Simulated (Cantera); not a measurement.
A closed system holds: 1 mol n-butane, 0.71 mol H2O, 22 mol N2, at 1 atm.

Equilibrium computed with Cantera from the NASA thermochemical tables; the gas is ideal and each condensed phase is pure. Candidate condensed phases: C, C6H6, C7H8, C8H18, H2O; 136 gas species. Rates play no part.

### Question
At 2123 K, list the 4 most abundant gas species with their mole fractions, and the condensed phases.

### Answer
N2 0.769, H2 0.195, CO 0.0250, HCN 0.00900. Condensed: C(graphite).
